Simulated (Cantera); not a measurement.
Transport properties of process gases

Gas mixture: 100 % N2, at 100.0 Torr, frozen composition.

Cantera's kinetic-theory transport with the Lennard-Jones parameters of GRI-Mech 3.0, ideal gas; thermal conductivity in the mixture-averaged form.

| T (K) | ρ (kg/m³) | cp (J/kg/K) | μ (µPa s) | λ (mW/m/K) | Pr | D (cm²/s) NH3 | D (cm²/s) H | D (cm²/s) O |
|---|---|---|---|---|---|---|---|---|
| 400 | 0.112 | 1047 | 22.3 | 32.8 | 0.713 | 2.91 | 15.5 | 4.06 |
| 600 | 0.0749 | 1074 | 29.6 | 45.2 | 0.704 | 6.10 | 31.1 | 8.07 |
| 800 | 0.0561 | 1121 | 35.8 | 57.1 | 0.703 | 10.1 | 50.7 | 13.1 |
| 1000 | 0.0449 | 1169 | 41.5 | 68.6 | 0.708 | 14.9 | 73.7 | 19.0 |
| 1200 | 0.0374 | 1203 | 46.7 | 79.5 | 0.707 | 20.4 | 99.9 | 25.7 |
| 1400 | 0.0321 | 1231 | 51.6 | 90.0 | 0.706 | 26.5 | 129 | 33.2 |
| 1600 | 0.0281 | 1253 | 56.3 | 100 | 0.705 | 33.2 | 161 | 41.4 |
| 1800 | 0.0250 | 1271 | 60.8 | 110 | 0.705 | 40.4 | 196 | 50.3 |
D: mixture-averaged diffusion coefficient of that species in the mixture.
